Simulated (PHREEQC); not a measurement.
Consider water at 25 °C with 0.0045 mol MnSO4, 0.00352 mol H2SO4 and 0.3 mol NaCl per kg of water. Closed to the air; pH follows from the charge balance.

Computed with PHREEQC (ion-association model, phreeqc.dat).

Question: The ionic strength comes out as 0.320 mol/kgw. What activity coefficients do HSO4-, H+, SO4-2, MnCl+, Mn+2 get?

Answer: HSO4- 0.73, H+ 0.78, SO4-2 0.24, MnCl+ 0.71, Mn+2 0.28.

Precipitation was switched off in this run. Complexes and solids missing from the database can't appear.
